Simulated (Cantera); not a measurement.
Input: 1 mol Ta, 2.4 mol CH₄, held at 2050 K and 0.105 Torr.

Method: chemical equilibrium by Gibbs-energy minimisation in Cantera with the NASA 1993 tables (ideal gas, pure condensed phases). TaC: taken at fixed stoichiometry. Condensed phases not in the tables: Ta₂C. Rates play no part.

| species | before | after |
|---|---|---|
| H | 0.174 | 0.836 |
| H₂ | 0.825 | 0.163 |
| C₂H₂ (acetylene) | 0.000876 | 0.000173 |
| C₃ | 6.58e-7 | 7.67e-5 |
| C | 6.22e-7 | 7.26e-5 |
| C₂H | 4.09e-6 | 1.96e-5 |
| C(graphite), mol | 1.39 | 1.39 |
| TaC(s), mol | 1.00 | 1.00 |
Gas species are given as mole fractions.

Task: What was changed between the two runs?
A. pressure from 0.105 Torr to 0.000900 Torr
B. pressure from 0.105 Torr to 100 Torr
C. pressure from 0.105 Torr to 19.5 Torr
D. pressure from 0.105 Torr to 0.210 Torr

Result: A, pressure from 0.105 Torr to 0.000900 Torr
